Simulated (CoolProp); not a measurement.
R124 at 435.25 K and 7.71 MPa is throttled through a valve to 2.85 MPa with no heat exchange. Each further row changes one setting.

The numbers come from the reference Helmholtz-energy equation of state, de Vries 1995 in CoolProp.

```tsv
case	temperature change (K)	final phase	final density (kg/m³)
as stated	-49.6	gas	216
outlet pressure 0.855 MPa	[?]	gas	46.5
outlet pressure 3.71 MPa	-34.3	[?]	[?]
```

Problem. What belongs in the gaps?

Solution. 
- outlet pressure 0.855 MPa, temperature change (K): -84.7
- outlet pressure 3.71 MPa, final phase: supercritical
- outlet pressure 3.71 MPa, final density (kg/m³): 325
